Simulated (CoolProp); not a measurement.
The fluoroketone C6F12O (FK-5-1-12) along the isobar 10 MPa: density (kg/m³) from the reference equation and from simpler models built on Tc = 441.8 K, pc = 1.869 MPa, ω = 0.471; each cubic takes its own stable root.

Model: reference Helmholtz-energy equation of state, McLinden 2015, in CoolProp.

```tsv
T (K)	phase	reference
386.8	liquid	1402
403	liquid	1353
419.1	liquid	1304
435.3	liquid	1252
451.5	supercritical	1199
467.7	supercritical	1144
483.8	supercritical	1088
500	supercritical	1031
```

**Question.** How far does each simpler model (van der Waals, Redlich-Kwong, Peng-Robinson) lie from the reference over these 8 states: mean and median of the absolute difference, and the worst?

**Answer.** 
- van der Waals: mean 26.2 %, median 26.8 %, worst -31.8 % at 386.8 K and 10 MPa
- Redlich-Kwong: mean 5.9 %, median 6.3 %, worst -8.6 % at 386.8 K and 10 MPa
- Peng-Robinson: mean 3.9 %, median 4.2 %, worst +5.5 % at 386.8 K and 10 MPa
